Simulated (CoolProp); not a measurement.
Vapour-liquid equilibrium of n-hexane (1) + cyclohexane (2) at 83.75 °C; x and y are mole fractions of (1).

The numbers come from the multi-fluid Helmholtz-energy mixture model, Thol 2019 and Zhou 2014; pair parameters Bell 2016 in CoolProp.

| x | bubble pressure, mixture model (MPa) | bubble pressure, Raoult's law (MPa) | y, mixture model | y, Raoult's law |
|---|---|---|---|---|
| 0.05 | 0.1140 | 0.1133 | 0.075 | 0.070 |
| 0.125 | 0.1185 | 0.1169 | 0.177 | 0.170 |
| 0.2 | 0.1227 | 0.1205 | 0.270 | 0.264 |
| 0.275 | 0.1267 | 0.1241 | 0.356 | 0.352 |
| 0.35 | 0.1305 | 0.1277 | 0.436 | 0.435 |
| 0.425 | 0.1341 | 0.1313 | 0.511 | 0.514 |
| 0.5 | 0.1376 | 0.1348 | 0.582 | 0.589 |
| 0.575 | 0.1410 | 0.1384 | 0.650 | 0.660 |
| 0.65 | 0.1443 | 0.1420 | 0.716 | 0.727 |
| 0.725 | 0.1475 | 0.1456 | 0.780 | 0.791 |
| 0.8 | 0.1507 | 0.1492 | 0.842 | 0.851 |
| 0.875 | 0.1538 | 0.1528 | 0.902 | 0.909 |
| 0.95 | 0.1568 | 0.1564 | 0.961 | 0.965 |

The largest gap from Raoult's law is +2.2 % in bubble pressure, at x = 0.35. No azeotrope shows between x = 0.05 and 0.95.

Pair parameters are fitted to limited data, so mixtures are less certain than the pure fluids.
